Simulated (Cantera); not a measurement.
# Thermodynamics of chlorosilane synthesis and conversion, feed Si + Cl2 + H2

Input: 1 mol Si, 2.1 mol Cl2, 14 mol H2, at 0.760 bar.

Method: chemical equilibrium by Gibbs-energy minimisation in Cantera with the NASA 1993 tables (ideal gas, pure condensed phases). Candidate condensed phases: Si; 19 gas species. The tables' values for SiCl3 are old estimates; treat these amounts as uncertain. The numbers say what is thermodynamically allowed, not how fast it happens.

From 1073 K to 1673 K nothing is condensed. The main Si-bearing gas is SiCl4 at 1073 K and SiCl2 at 1673 K.

```tsv
T (K)	x H2	x HCl	x SiCl2	x SiCl4	x SiHCl3	x SiCl3
1073	0.902	0.0323	0.000228	0.0480	0.0164	0.000828
1123	0.897	0.0367	0.000713	0.0443	0.0186	0.00159
1173	0.892	0.0422	0.00189	0.0402	0.0198	0.00278
1223	0.885	0.0490	0.00426	0.0357	0.0199	0.00437
1273	0.877	0.0577	0.00820	0.0308	0.0187	0.00620
1323	0.867	0.0680	0.0137	0.0254	0.0164	0.00798
1373	0.856	0.0796	0.0205	0.0198	0.0135	0.00937
1423	0.845	0.0913	0.0278	0.0146	0.0105	0.0101
1473	0.834	0.102	0.0348	0.0100	0.00768	0.0101
1523	0.826	0.111	0.0411	0.00648	0.00540	0.00945
1573	0.819	0.118	0.0462	0.00401	0.00368	0.00839
1623	0.814	0.123	0.0502	0.00240	0.00246	0.00719
1673	0.810	0.127	0.0531	0.00143	0.00163	0.00602
```
x: gas mole fraction; nothing condenses.
